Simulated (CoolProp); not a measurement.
Vapour-liquid equilibrium of n-hexane (1) + o-xylene (2) at 0.00237 MPa; x and y are mole fractions of (1).

Model: multi-fluid Helmholtz-energy mixture model, Thol 2019 and Zhou 2012; pair parameters Bell 2016, in CoolProp.

```json
[
 {"x": "0.05", "bubble temperature (K)": "300.2", "y at the bubble point": "0.595", "dew temperature at overall composition x (K)": "314.9", "liquid density (mol/L)": "8.207"},
 {"x": "0.125", "bubble temperature (K)": "287.5", "y at the bubble point": "0.826", "dew temperature at overall composition x (K)": "313.4", "liquid density (mol/L)": "8.268"},
 {"x": "0.2", "bubble temperature (K)": "280.2", "y at the bubble point": "0.901", "dew temperature at overall composition x (K)": "311.8", "liquid density (mol/L)": "8.287"},
 {"x": "0.275", "bubble temperature (K)": "275.3", "y at the bubble point": "0.936", "dew temperature at overall composition x (K)": "310.0", "liquid density (mol/L)": "8.287"},
 {"x": "0.35", "bubble temperature (K)": "271.7", "y at the bubble point": "0.955", "dew temperature at overall composition x (K)": "308.1", "liquid density (mol/L)": "8.276"},
 {"x": "0.425", "bubble temperature (K)": "268.9", "y at the bubble point": "0.967", "dew temperature at overall composition x (K)": "306.0", "liquid density (mol/L)": "8.258"},
 {"x": "0.5", "bubble temperature (K)": "266.6", "y at the bubble point": "0.975", "dew temperature at overall composition x (K)": "303.6", "liquid density (mol/L)": "8.235"},
 {"x": "0.575", "bubble temperature (K)": "264.7", "y at the bubble point": "0.981", "dew temperature at overall composition x (K)": "300.9", "liquid density (mol/L)": "8.209"},
 {"x": "0.65", "bubble temperature (K)": "263.0", "y at the bubble point": "0.986", "dew temperature at overall composition x (K)": "297.8", "liquid density (mol/L)": "8.180"},
 {"x": "0.725", "bubble temperature (K)": "261.5", "y at the bubble point": "0.990", "dew temperature at overall composition x (K)": "294.2", "liquid density (mol/L)": "8.149"},
 {"x": "0.8", "bubble temperature (K)": "260.2", "y at the bubble point": "0.993", "dew temperature at overall composition x (K)": "289.5", "liquid density (mol/L)": "8.116"},
 {"x": "0.875", "bubble temperature (K)": "258.9", "y at the bubble point": "0.996", "dew temperature at overall composition x (K)": "283.2", "liquid density (mol/L)": "8.082"},
 {"x": "0.95", "bubble temperature (K)": "257.7", "y at the bubble point": "0.998", "dew temperature at overall composition x (K)": "272.7", "liquid density (mol/L)": "8.046"}
]
```

No azeotrope shows between x = 0.05 and 0.95.

The pair parameters rest on a limited set of measurements; away from them the model extrapolates.
